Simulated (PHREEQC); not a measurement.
Make-up at 25 °C: 0.0013 mol MnSO4, 0.00013 mol ZnCl2 and 2.4e-06 mol NaF per kg of water. Closed to the air; pH follows from the charge balance.

The numbers come from PHREEQC with the ion-association model, phreeqc.dat.

Q: The ionic strength comes out as 0.00499 mol/kgw. What activity coefficients do F-, SO4-2, Zn+2, Mn+2, Na+ get?

A: F- 0.93, SO4-2 0.74, Zn+2 0.74, Mn+2 0.75, Na+ 0.93.

This is a speciation only: nothing precipitates in the calculation.
